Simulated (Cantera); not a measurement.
A perfectly stirred reactor is fed with CH₄ : O₂ : N₂ = 1 : 2 : 13.8 (molar parts), at 180 Torr; it is adiabatic with a 675 K inlet, and is followed from long to short residence time, starting on the burning branch (τ in s: 0.09, 0.045, 0.023, 0.011, 0.0057, 0.0029, 0.0014, 0.00073, 0.00036, 0.00018, 9.2e-05, 4.6e-05, 2.3e-05).

Detailed kinetics in Cantera: GRI-Mech 3.0 (53 species, 325 reactions).

x: mole fraction; the columns are a selection and need not sum to one.

```csv
τ (s),T (K),x CH₄,x O₂,x H₂,x C₂H,x H₂O
0.090,1834,1.12e-5,0.00714,0.00556,6.72e-12,0.110
0.045,1804,1.82e-5,0.00838,0.00657,1.25e-11,0.108
0.023,1772,…,…,…,2.37e-11,0.106
0.011,1734,5.31e-5,0.0111,0.00872,5.16e-11,0.103
0.0057,1698,9.29e-5,0.0126,0.00963,1.11e-10,0.101
0.0029,1662,…,…,0.0104,2.67e-10,0.0994
0.0014,1621,0.000377,0.0168,0.0111,7.81e-10,0.0977
0.00073,1575,0.000904,0.0212,0.0119,2.44e-9,0.0962
0.00036,675,0.0595,0.119,<1e-12,<1e-12,<1e-12
0.00018,675,0.0595,0.119,<1e-12,<1e-12,<1e-12
9.2e-5,675,0.0595,0.119,<1e-12,<1e-12,<1e-12
4.6e-5,675,0.0595,0.119,<1e-12,<1e-12,<1e-12
2.3e-5,675,0.0595,0.119,<1e-12,<1e-12,<1e-12
```

### Question
Some entries are withheld; supply them.

### Answer

- 0.023, x CH₄: 2.97e-5
- 0.023, x O₂: 0.00966
- 0.023, x H₂: 0.00760
- 0.0029, x CH₄: 0.000174
- 0.0029, x O₂: 0.0143
